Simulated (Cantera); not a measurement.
**Adiabatic ignition**

An adiabatic, constant-volume homogeneous reactor starts with 3.64 % CH₄, 20.2 % O₂, 76.1 % N₂, equivalence ratio 0.36, at 1050 K and 5.00 bar.

Detailed kinetics in Cantera: GRI-Mech 3.0 (53 species, 325 reactions).

| t (s) | T (K) | P (bar) | x CH₄ | x O₂ | x CO | x CH₂O | x CO₂ | x N₂O |
|---|---|---|---|---|---|---|---|---|
| 4.00e-6 | 1050 | 5.00 | 0.0364 | 0.202 | <1e-12 | <1e-12 | <1e-12 | <1e-12 |
| 9.16e-6 | 1050 | 5.00 | 0.0364 | 0.202 | <1e-12 | 4.94e-12 | <1e-12 | <1e-12 |
| 2.10e-5 | 1050 | 5.00 | 0.0364 | 0.202 | <1e-12 | 2.58e-11 | <1e-12 | <1e-12 |
| 4.80e-5 | 1050 | 5.00 | 0.0364 | 0.202 | <1e-12 | 1.36e-10 | <1e-12 | <1e-12 |
| 0.000110 | 1050 | 5.00 | 0.0364 | 0.202 | <1e-12 | 7.19e-10 | <1e-12 | <1e-12 |
| 0.000252 | 1050 | 5.00 | 0.0364 | 0.202 | 1.84e-12 | 3.92e-9 | <1e-12 | <1e-12 |
| 0.000577 | 1050 | 5.00 | 0.0364 | 0.202 | 2.38e-11 | 2.22e-8 | <1e-12 | <1e-12 |
| 0.00132 | 1050 | 5.00 | 0.0364 | 0.202 | 3.46e-10 | 1.41e-7 | 1.79e-12 | <1e-12 |
| 0.00303 | 1050 | 5.00 | 0.0364 | 0.202 | 6.50e-9 | 1.04e-6 | 4.23e-11 | 1.09e-12 |
| 0.00693 | 1050 | 5.00 | 0.0364 | 0.202 | 1.30e-7 | 6.67e-6 | 6.27e-10 | 5.74e-12 |
| 0.0159 | 1050 | 5.00 | 0.0364 | 0.202 | 1.83e-6 | 3.01e-5 | 5.04e-9 | 2.65e-11 |
| 0.0364 | 1053 | 5.01 | 0.0361 | 0.202 | 3.86e-5 | 0.000187 | 1.40e-7 | 1.72e-10 |
| 0.0833 | 2063 | 9.83 | <1e-12 | 0.129 | 7.12e-5 | <1e-12 | 0.0363 | 1.18e-6 |
| 0.191 | 2059 | 9.81 | <1e-12 | 0.128 | 6.93e-5 | <1e-12 | 0.0363 | 1.16e-6 |
| 0.437 | 2052 | 9.78 | <1e-12 | 0.127 | 6.62e-5 | <1e-12 | 0.0363 | 1.14e-6 |
| 1.00 | 2046 | 9.75 | <1e-12 | 0.126 | 6.36e-5 | <1e-12 | 0.0363 | 1.13e-6 |
x: mole fraction; the columns are a selection and need not sum to one.

| Item | Result |
|---|---|
| time of steepest temperature rise | 53.5 ms |
| temperature at 1.00 s | 2046 K |
| equilibrium temperature | 2045 K |
| x(CH₄) at 1.00 s | <1e-12 (gas-phase equilibrium <1e-12) |
| x(O₂) at 1.00 s | 0.126 (gas-phase equilibrium 0.126) |
| x(CO) at 1.00 s | 6.36e-5 (gas-phase equilibrium 6.28e-5) |
